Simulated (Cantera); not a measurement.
Cantera run, input and output.

```python
import numpy as np
import cantera as ct

gas = ct.Solution("gri30.yaml")
gas.TPX = 475, 33000, {'H2': 1, 'O2': 0.758, 'N2': 2.85}
inlet = ct.Reservoir(gas, clone=True)
gas.equilibrate("HP")  # start burning
reactor = ct.IdealGasConstPressureReactor(gas, energy="on", clone=False)
exhaust = ct.Reservoir(gas, clone=True)
tau = [0.13, 0.071, 0.039, 0.021, 0.012, 0.0064, 0.0035, 0.0019, 0.0011, 0.00058, 0.00032, 0.00017, 9.5e-05][0]
for a, b in ((inlet, reactor), (reactor, exhaust)):
    ct.MassFlowController(a, b, mdot=lambda t: reactor.mass / tau)
net = ct.ReactorNet([reactor])
show = ['H2', 'O2', 'OH', 'N2O', 'H', 'NO', 'H2O2']

rows = []
print(f"{'tau/s':>10s}{'T/K':>9s}" + "".join(f"{s:>11s}" for s in show))
for tau in [0.13, 0.071, 0.039, 0.021, 0.012, 0.0064, 0.0035, 0.0019, 0.0011, 0.00058, 0.00032, 0.00017, 9.5e-05]:
    net.initial_time = 0.0
    net.advance(30 * tau)
    before = gas.X
    net.advance(40 * tau)
    drift = np.max(np.abs(gas.X - before) / (gas.X + 1e-9))
    rows.append([gas.T, *gas[show].X, drift])
    print(f"{tau:10.3e}{gas.T:9.1f}" + "".join(f"{x:11.3e}" for x in gas[show].X))
```

Result:

```
     tau/s      T/K         H2         O2         OH        N2O          H         NO       H2O2
 1.300e-01   2061.4  1.638e-03  6.135e-02  5.956e-03  1.506e-07  3.651e-04  3.995e-04  8.301e-08
 7.100e-02   2050.8  2.197e-03  6.131e-02  6.805e-03  1.487e-07  5.721e-04  2.764e-04  8.888e-08
 3.900e-02   2034.5  3.052e-03  6.128e-02  7.870e-03  1.394e-07  9.524e-04  1.922e-04  1.001e-07
 2.100e-02   2009.9  4.341e-03  6.131e-02  9.131e-03  1.236e-07  1.660e-03  1.289e-04  1.192e-07
 1.200e-02   1978.9  5.921e-03  6.145e-02  1.030e-02  1.074e-07  2.741e-03  8.764e-05  1.449e-07
 6.400e-03   1932.0  8.189e-03  6.184e-02  1.148e-02  9.034e-08  4.713e-03  5.738e-05  1.882e-07
 3.500e-03   1873.0  1.080e-02  6.253e-02  1.229e-02  7.643e-08  7.655e-03  4.148e-05  2.538e-07
 1.900e-03   1798.7  1.371e-02  6.361e-02  1.258e-02  6.497e-08  1.197e-02  3.361e-05  3.652e-07
 1.100e-03   1720.1  1.640e-02  6.499e-02  1.228e-02  5.655e-08  1.710e-02  2.925e-05  5.365e-07
 5.800e-04   1616.0  1.957e-02  6.719e-02  1.126e-02  4.814e-08  2.462e-02  2.391e-05  8.931e-07
 3.200e-04   1509.8  2.296e-02  7.014e-02  9.766e-03  4.086e-08  3.267e-02  1.781e-05  1.455e-06
 1.700e-04   1387.5  2.915e-02  7.530e-02  7.815e-03  3.227e-08  4.118e-02  1.079e-05  2.268e-06
 9.500e-05   1254.9  4.514e-02  8.558e-02  5.662e-03  2.102e-08  4.527e-02  4.720e-06  2.907e-06
```

Model: GRI-Mech 3.0 (53 species, 325 reactions), integrated in Cantera.
